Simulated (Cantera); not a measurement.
Input (Python, Cantera):

```python
import numpy as np
import cantera as ct

surf = ct.Interface("ptcombust.yaml", "Pt_surf")
gas = surf.adjacent["gas"]
gas.TPX = 625, 100000, {'H2': 0.017, 'O2': 0.047, 'N2': 0.79, 'H2O': 0.051}
surf.TP = 625, 100000
reactor = ct.FlowReactor(gas, clone=False)
reactor.area = 0.0001  # m2
reactor.surface_area_to_volume_ratio = 250  # 1/m
reactor.mass_flow_rate = 3.4 * reactor.area * gas.density  # inlet velocity 3.4 m/s
reactor.energy_enabled = False
wall = ct.ReactorSurface(surf, reactor, clone=False)
net = ct.ReactorNet([reactor])
net.rtol, net.atol = 1e-8, 1e-16
show, cover = ['H2', 'O2', 'H2O'], ['PT(S)', 'H(S)', 'O(S)', 'OH(S)', 'CO(S)', 'C(S)']

rows = []
print(f"{'z/m':>9s}{'u/(m/s)':>9s}" + "".join(f"{s:>13s}" for s in show + cover))
for z in [8.9e-05, 0.00017, 0.00033, 0.00064, 0.0012, 0.0024, 0.0046, 0.0089]:
    net.advance(z)
    rows.append([reactor.speed, *gas[show].X, *surf[cover].coverages])
    print(f"{z:9.4g}{rows[-1][0]:9.3g}" + "".join(f"{x:13.4e}" for x in rows[-1][1:]))
```

Output:

```
      z/m  u/(m/s)           H2           O2          H2O        PT(S)         H(S)         O(S)        OH(S)        CO(S)         C(S)
  8.9e-05      3.4   1.6769e-02   5.0969e-02   5.8445e-02   5.5307e-01   1.1193e-06   4.0313e-01   4.2888e-02   1.1929e-23   4.9870e-27
  0.00017     3.39   1.5253e-02   5.0244e-02   6.0019e-02   5.1032e-01   8.7286e-07   4.4551e-01   4.3314e-02   2.1664e-25  -1.0101e-27
  0.00033     3.39   1.2900e-02   4.9118e-02   6.2461e-02   4.4149e-01   5.7958e-07   5.1433e-01   4.3412e-02  -1.9348e-24  -7.8276e-28
  0.00064     3.38   9.8629e-03   4.7664e-02   6.5614e-02   3.4784e-01   3.1764e-07   6.0929e-01   4.2242e-02   3.6322e-24  -6.5056e-28
   0.0012     3.38   6.8493e-03   4.6222e-02   6.8742e-02   2.4910e-01   1.5004e-07   7.1144e-01   3.9004e-02  -4.3190e-24  -5.8555e-27
   0.0024     3.37   4.0841e-03   4.4899e-02   7.1612e-02   1.5291e-01   5.5915e-08   8.1377e-01   3.3025e-02  -5.1222e-26  -1.2902e-29
   0.0046     3.37   2.3214e-03   4.4056e-02   7.3441e-02   8.8590e-02   2.0196e-08   8.8484e-01   2.6400e-02  -1.5592e-23  -3.6788e-29
   0.0089     3.37   1.2496e-03   4.3543e-02   7.4554e-02   4.8289e-02   6.9244e-09   9.3153e-01   2.0089e-02  -2.5348e-25   1.0320e-28
```

Computed with Cantera and Deutschmann's 1995 Pt surface mechanism with GRI-Mech 3.0 gas chemistry. Catalytic surfaces can have several steady states; this one follows from the mechanism file's or the stated starting coverage. Mass transfer to the wall is taken as infinitely fast.
